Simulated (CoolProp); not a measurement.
Properties of carbon dioxide at several states.

Values from CoolProp's reference Helmholtz-energy equation of state, Span 1996.

| T (°C) | p (MPa) | phase | isothermal compressibility (1/MPa) | expansivity (1/kK) |
|---|---|---|---|---|
| 535.25 | 13.6 | supercritical | 0.07174 | 1.329 |
| 317.65 | 0.0122 | gas | 81.97 | 1.693 |
| 128.05 | 0.061 | gas | 16.41 | 2.503 |
